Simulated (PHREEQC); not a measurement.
Make-up at 35 °C and 10 atm: 0.0017 mol/kgw Cu(NO3)2 and 0.0046 mol/kgw Na2SO4. Closed to the air; pH follows from the charge balance.

Model: ion-association model, wateq4f.dat, run in PHREEQC.

pH: 5.22
ionic strength: 0.0170 mol/kgw

```tsv
species	molality	activity	log γ
Na+	0.00908	0.00797	-0.056
SO4-2	0.00407	0.00243	-0.223
NO3-	0.00340	0.00296	-0.060
Cu+2	0.00128	0.000780	-0.215
CuSO4	0.000412	0.000414	0.002
NaSO4-	0.000117	0.000103	-0.055
H+	6.79e-6	6.07e-6	-0.049
Cu2(OH)2+2	3.23e-6	1.91e-6	-0.229
```

Precipitation was switched off in this run. The solution is supersaturated, for example in Tenorite (slow to form), so a real one may precipitate; this is no full list. Complexes and solids missing from the database can't appear.
